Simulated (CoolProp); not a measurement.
Model: reference Helmholtz-energy equation of state, Zhou 2011, in CoolProp.

Problem. For dimethyl carbonate, give the phase and the cp (kJ/(kg K)), speed of sound (m/s), isothermal compressibility (1/MPa), expansivity (1/kK) at 132.75 °C and 7260 kPa; 143.75 °C and 7260 kPa.

Solution. 
- 132.75 °C and 7260 kPa: liquid; cp 2.05, speed of sound 835, isothermal compressibility 0.00208, expansivity 1.57
- 143.75 °C and 7260 kPa: liquid; cp 2.08, speed of sound 798, isothermal compressibility 0.00232, expansivity 1.64
